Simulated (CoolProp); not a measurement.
Properties of R1132(E) at several states (Tc = 75.7 °C, pc = 5.174 MPa, ω = 0.245).

Values from CoolProp's reference Helmholtz-energy equation of state, Akasaka 2024.

```json
[
 {"T (°C)": "-15.55", "p (MPa)": "0.0353", "phase": "gas", "speed of sound (m/s)": "(withheld)", "fugacity coefficient": "0.9934"},
 {"T (°C)": "108.95", "p (MPa)": "0.0112", "phase": "gas", "speed of sound (m/s)": "(withheld)", "fugacity coefficient": "0.9995"},
 {"T (°C)": "6.05", "p (MPa)": "0.13", "phase": "gas", "speed of sound (m/s)": "(withheld)", "fugacity coefficient": "0.9815"}
]
```

Task: Some entries are withheld; supply them.

Result: 
- -15.55, speed of sound (m/s): 197.4
- 108.95, speed of sound (m/s): 237.4
- 6.05, speed of sound (m/s): 202.9
